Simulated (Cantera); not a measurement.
Feed: 1 mol Na2CO3, 3.2 mol H2S, 0.17 mol H2O, equilibrated at 1227 °C.

Cantera equilibrium calculation (NASA polynomials, part measured and part estimated; ideal gas, pure solids and liquids). Candidate condensed phases: C, C6H6, C7H8, C8H18, H2O, H2SO4, Na, NaOH, NaO2, Na2CO3, Na2O, Na2O2, Na2S, Na2SO4, S; 131 gas species. Rates play no part.

x: gas mole fraction; n: condensed amount in mol.

```tsv
P (Pa)	x H2O	x H2S	x H2	x Na	x S2	x CO2	x CO	x SO2	x NaOH	x COS	n Na2S(l)
1000	0.225	0.0315	0.205	0.193	0.179	0.0413	0.0972	0.0110	0.0109	0.000497	0.266
2300	0.286	0.0523	0.229	0.0688	0.172	0.0551	0.114	0.00917	0.00712	0.000865	0.776
5400	0.313	0.0764	0.224	0.0240	0.163	0.0638	0.118	0.00730	0.00421	0.00134	0.923
13000	0.326	0.105	0.206	0.00814	0.152	0.0712	0.117	0.00579	0.00240	0.00198	0.972
29000	0.331	…	…	…	0.141	…	0.113	…	…	…	0.988
68000	0.334	0.172	0.161	0.00108	0.127	0.0864	0.108	0.00398	0.000843	0.00382	0.995
160000	0.334	…	…	…	…	…	0.101	…	…	…	0.998
370000	0.333	0.246	0.113	0.000139	0.0968	0.106	0.0929	0.00301	0.000301	0.00671	0.999
860000	0.331	0.281	0.0919	5.03e-5	0.0823	0.117	0.0838	0.00271	0.000183	0.00851	0.999
2000000	0.327	0.313	0.0736	1.83e-5	0.0687	0.127	0.0741	0.00248	0.000113	0.0105	1.000
```

Q: What belongs in the gaps?

A: 
- 160000, x H2S: 0.209
- 160000, x H2: 0.136
- 160000, x Na: 0.000382
- 160000, x S2: 0.112
- 160000, x CO2: 0.0958
- 160000, x SO2: 0.00342
- 160000, x NaOH: 0.000498
- 160000, x COS: 0.00515
- 29000, x H2S: 0.136
- 29000, x H2: 0.185
- 29000, x Na: 0.00305
- 29000, x CO2: 0.0782
- 29000, x SO2: 0.00477
- 29000, x NaOH: 0.00144
- 29000, x COS: 0.00276
